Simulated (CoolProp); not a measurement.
Vapour-liquid equilibrium of diethyl ether (1) + methanol (2) at 412.9 K; x and y are mole fractions of (1).

Values from CoolProp's multi-fluid Helmholtz-energy mixture model, Thol 2014 and de Reuck 1993; pair parameters Bell 2016.

```json
[
 {"x": "0.05", "bubble pressure, mixture model (kPa)": "___", "bubble pressure, Raoult's law (kPa)": "1103", "y, mixture model": "___", "y, Raoult's law": "0.067"},
 {"x": "0.15", "bubble pressure, mixture model (kPa)": "1314", "bubble pressure, Raoult's law (kPa)": "1143", "y, mixture model": "___", "y, Raoult's law": "0.194"},
 {"x": "0.25", "bubble pressure, mixture model (kPa)": "1419", "bubble pressure, Raoult's law (kPa)": "1183", "y, mixture model": "___", "y, Raoult's law": "0.313"},
 {"x": "0.35", "bubble pressure, mixture model (kPa)": "___", "bubble pressure, Raoult's law (kPa)": "1222", "y, mixture model": "0.449", "y, Raoult's law": "0.424"},
 {"x": "0.45", "bubble pressure, mixture model (kPa)": "1547", "bubble pressure, Raoult's law (kPa)": "1262", "y, mixture model": "0.521", "y, Raoult's law": "0.528"},
 {"x": "0.55", "bubble pressure, mixture model (kPa)": "___", "bubble pressure, Raoult's law (kPa)": "1302", "y, mixture model": "0.590", "y, Raoult's law": "0.626"},
 {"x": "0.65", "bubble pressure, mixture model (kPa)": "___", "bubble pressure, Raoult's law (kPa)": "1342", "y, mixture model": "0.660", "y, Raoult's law": "0.717"},
 {"x": "0.75", "bubble pressure, mixture model (kPa)": "1596", "bubble pressure, Raoult's law (kPa)": "1381", "y, mixture model": "0.737", "y, Raoult's law": "0.804"},
 {"x": "0.85", "bubble pressure, mixture model (kPa)": "___", "bubble pressure, Raoult's law (kPa)": "1421", "y, mixture model": "0.827", "y, Raoult's law": "0.886"},
 {"x": "0.95", "bubble pressure, mixture model (kPa)": "1519", "bubble pressure, Raoult's law (kPa)": "1461", "y, mixture model": "0.935", "y, Raoult's law": "0.963"}
]
```

Task: What belongs in the gaps?

Result: 
- 0.05, bubble pressure, mixture model (kPa): 1171
- 0.05, y, mixture model: 0.106
- 0.15, y, mixture model: 0.258
- 0.25, y, mixture model: 0.365
- 0.35, bubble pressure, mixture model (kPa): 1495
- 0.55, bubble pressure, mixture model (kPa): 1582
- 0.65, bubble pressure, mixture model (kPa): 1598
- 0.85, bubble pressure, mixture model (kPa): 1572

The largest gap from Raoult's law is +22.6 % in bubble pressure, at x = 0.45. y crosses x between x = 0.65 and 0.75: the model has an azeotrope there.

Pair parameters are fitted to limited data, so mixtures are less certain than the pure fluids.
